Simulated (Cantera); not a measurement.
Input: 1 mol H2S, 0.11 mol H2, 0.17 mol N2, at 0.200 bar.

Equilibrium computed with Cantera from the NASA thermochemical tables; the gas is ideal and each condensed phase is pure. Candidate condensed phases: S; 28 gas species. Ions and electrons are included (thermal ionisation). Equilibrium is a limit: real reactors are often held back by kinetics, nucleation or transport. All values below are at 3227 °C.

Base state: H 0.481, S 0.282, H2 0.133, N2 0.0589, SH 0.0243, S2 0.0202, H2S 0.000485, SN 0.000178 (mole fractions); condensed: gas only.

Q: What changes in the equilibrium state with this change: H2S replaced by SF6?

A: 
| species | before | after |
|---|---|---|
| F | 0 | 0.809 |
| S | 0.282 | 0.128 |
| HF | 0 | 0.0300 |
| H | 0.481 | 0.000872 |
| H2 | 0.133 | 4.36e-7 |
| SH | 0.0243 | 2.00e-5 |
| S2 | 0.0202 | 0.00416 |
| N2 | 0.0589 | 0.0238 |
| SF | 0 | 0.00393 |
| H2S | 0.000485 | <1e-9 |
